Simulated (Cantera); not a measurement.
Input (Python, Cantera):

```python
import numpy as np
import cantera as ct

gas = ct.Solution("gri30.yaml")
gas.TPX = 675, 45000, {'CH4': 1, 'O2': 1.43, 'N2': 5.37, 'CO2': 1.3}
inlet = ct.Reservoir(gas, clone=True)
gas.equilibrate("HP")  # start burning
reactor = ct.IdealGasConstPressureReactor(gas, energy="on", clone=False)
exhaust = ct.Reservoir(gas, clone=True)
tau = [0.025, 0.0097, 0.0038, 0.0015, 0.00059, 0.00023, 9.1e-05, 3.6e-05, 1.4e-05][0]
for a, b in ((inlet, reactor), (reactor, exhaust)):
    ct.MassFlowController(a, b, mdot=lambda t: reactor.mass / tau)
net = ct.ReactorNet([reactor])
show = ['CH4', 'O2', 'CO2', 'H2', 'CH2O', 'O']

rows = []
print(f"{'tau/s':>10s}{'T/K':>9s}" + "".join(f"{s:>11s}" for s in show))
for tau in [0.025, 0.0097, 0.0038, 0.0015, 0.00059, 0.00023, 9.1e-05, 3.6e-05, 1.4e-05]:
    net.initial_time = 0.0
    net.advance(30 * tau)
    before = gas.X
    net.advance(40 * tau)
    drift = np.max(np.abs(gas.X - before) / (gas.X + 1e-9))
    rows.append([gas.T, *gas[show].X, drift])
    print(f"{tau:10.3e}{gas.T:9.1f}" + "".join(f"{x:11.3e}" for x in gas[show].X))
```

It prints:

```
     tau/s      T/K        CH4         O2        CO2         H2       CH2O          O
 2.500e-02   1918.2  5.328e-05  8.225e-04  1.448e-01  2.634e-02  4.889e-06  1.652e-04
 9.700e-03   1901.7  1.005e-04  1.443e-03  1.442e-01  2.671e-02  9.362e-06  2.661e-04
 3.800e-03   1881.8  2.130e-04  2.489e-03  1.433e-01  2.731e-02  1.943e-05  3.708e-04
 1.500e-03   1855.3  5.309e-04  4.601e-03  1.416e-01  2.844e-02  4.572e-05  4.273e-04
 5.900e-04    675.0  1.099e-01  1.571e-01  1.429e-01 -1.462e-16 -2.137e-18  7.947e-22
 2.300e-04    675.0  1.099e-01  1.571e-01  1.429e-01  4.962e-21  2.505e-19  2.826e-22
 9.100e-05    675.0  1.099e-01  1.571e-01  1.429e-01  6.334e-24  3.949e-20  9.181e-23
 3.600e-05    675.0  1.099e-01  1.571e-01  1.429e-01  3.347e-25  6.225e-21  2.505e-23
 1.400e-05    675.0  1.099e-01  1.571e-01  1.429e-01  4.949e-26  9.314e-22  5.363e-24
```

Model: GRI-Mech 3.0 (53 species, 325 reactions), integrated in Cantera.
